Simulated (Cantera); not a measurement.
Input (Python, Cantera) and output of one run.

```python
import numpy as np
import cantera as ct

gas_names = """
    N NO NO2 NO3 N2 N2O O O2 O3 Zr ZrN ZrO ZrO2
""".split()
cond_names = """
    Zr(a) Zr(b) Zr(L) ZrN(s) ZrN(L) ZrO2(a) ZrO2(b) ZrO2(L)
""".split()


# ... load() reads the species with a 1 bar reference pressure and builds the phases ...
atoms = {
    'Zr': {'Zr': 1},
    'O2': {'O': 2},
    'N2': {'N': 2},
}
top_T = {}  # K; cautious upper limits of use, not melting points


# ... equilibrate(T, P, feed) seeds the gas with the atoms and calls Mixture.equilibrate('TP', solver="vcs", rtol=1e-11, max_steps=5000) ...
results = []
T = 1225  # K
P = 31  # Pa
for m in [0.022, 0.035, 0.058, 0.096, 0.16, 0.26, 0.43, 0.71, 1.2, 1.9]:
    feed = {'Zr': 1, 'O2': m, 'N2': 4.1}  # mol
    mix = equilibrate(T, P, feed)
    results.append((T, P, feed, dict(zip(mix.species_names, mix.species_moles))))

top = {s: max(r[3][s] / sum(r[3][g] for g in gas_names) for r in results) for s in gas_names}
cols = sorted((s for s in top if top[s] > 1e-05), key=lambda s: -top[s])[:6]
seen = [c for c in cond_names if any(r[3].get(c, 0) > 1e-12 for r in results)]
print("log10 of partial pressures in bar; condensed amounts in mol")
print(f"{'n(O2)':>10s}" + "".join(f"{s[:9]:>10s}" for s in cols + seen))
for T, P, feed, n in results:
    ng = sum(n[g] for g in gas_names)
    print(f"{feed['O2']:10.4g}" + "".join(f"{np.log10(max(n[s] / ng * P / 1e5, 1e-99)):10.3f}" for s in cols)
          + "".join(f"{n.get(c, 0):10.4g}" for c in seen))
```

Output:

```
log10 of partial pressures in bar; condensed amounts in mol
     n(O2)        N2        O2        NO    ZrN(s)   ZrO2(a)
     0.022    -3.509   -27.991   -18.987     0.978     0.022
     0.035    -3.509   -27.991   -18.987     0.965     0.035
     0.058    -3.509   -27.991   -18.987     0.942     0.058
     0.096    -3.509   -27.991   -18.987     0.904     0.096
      0.16    -3.509   -27.991   -18.987      0.84      0.16
      0.26    -3.509   -27.991   -18.987      0.74      0.26
      0.43    -3.509   -27.991   -18.987      0.57      0.43
      0.71    -3.509   -27.991   -18.987      0.29      0.71
       1.2    -3.529    -4.842    -7.422         0         1
       1.9    -3.595    -4.254    -7.161         0         1
```

Method: chemical equilibrium by Gibbs-energy minimisation in Cantera with the NASA 1993 tables (ideal gas, pure condensed phases). Mutual solubility and eutectic melting of coexisting phases are not modelled. ZrN: taken at fixed stoichiometry. Condensed phases not in the tables: solid solutions among these carbides, nitrides and lower oxides.
